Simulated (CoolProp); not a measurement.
Vapour-liquid equilibrium of C2F6 (R116) (1) + R143a (2) at 248.3 K; x and y are mole fractions of (1).

Values from CoolProp's multi-fluid Helmholtz-energy mixture model, Lemmon 2006 and Lemmon and Jacobsen 2000; pair parameters Bell 2016.

Task: Give the bubble pressure and the first vapour's composition at x = 0.05, 0.15, 0.85. Is there an azeotrope?

Result: x = 0.05: 347.8 kPa, y = 0.259; x = 0.15: 487.0 kPa, y = 0.498; x = 0.85: 875.5 kPa, y = 0.889. No azeotrope shows between x = 0.05 and 0.95.

Pair parameters are fitted to limited data, so mixtures are less certain than the pure fluids.
